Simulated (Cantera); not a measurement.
## Hydrocarbon pyrolysis for carbon deposition

An isothermal, constant-pressure homogeneous reactor starts with CH4 : H2 : H2O = 1 : 3.3 : 0.016 (molar parts), at 1700 K and 780 Pa.

Computed with Cantera and GRI-Mech 3.0 (53 species, 325 reactions). GRI-Mech 3.0 stops at C3 and has no aromatics, soot or wall deposition, so with more carbon than oxygen in the feed, carbon stays in small species such as C2H2 where larger ones or solid carbon would form. Radical loss at walls, strong at low pressure, is not modelled.

```
t (s)       x CH4   x H2     x CH2     x C2H    x C2H6     x CH3    x C2H4
--------  -------  -----  --------  --------  --------  --------  --------
1.00e-5     0.232  0.765    <1e-12    <1e-12    <1e-12   5.06e-7    <1e-12
2.86e-5     0.232  0.765    <1e-12    <1e-12    <1e-12   1.69e-6    <1e-12
8.18e-5     0.232  0.765  3.12e-12    <1e-12  4.80e-12   5.50e-6  8.81e-12
0.000234    0.232  0.765  4.14e-11    <1e-12  1.53e-10   1.66e-5  4.11e-10
0.000669    0.232  0.765  4.39e-10    <1e-12   3.92e-9   4.82e-5   1.31e-8
0.00191     0.232  0.765   3.92e-9    <1e-12   7.88e-8  0.000138   3.41e-7
0.00548     0.231  0.765   3.19e-8    <1e-12   1.14e-6  0.000396   8.09e-6
0.0157      0.230  0.765   2.39e-7  3.27e-11   1.10e-5   0.00114  0.000174
0.0448      0.218  0.770   1.33e-6   7.99e-9   5.97e-5   0.00295   0.00211
0.128       0.160  0.805   1.77e-6   1.32e-7   5.32e-5   0.00299   0.00235
0.367      0.0852  0.850   1.29e-6   3.32e-7   1.73e-5   0.00176  0.000727
1.05       0.0320  0.882   8.12e-7   5.50e-7   3.10e-6  0.000793  0.000145
3.00      0.00899  0.896   4.05e-7   7.67e-7   3.23e-7  0.000278   4.25e-5
```
x: mole fraction; the columns are a selection and need not sum to one.

Equilibrium at this temperature and pressure: CH4 0.000258, H2 0.903, CH2 1.68e-8, C2H 9.08e-7, C2H6 4.98e-10, CH3 9.23e-6, C2H4 3.13e-5 (gas phase only).
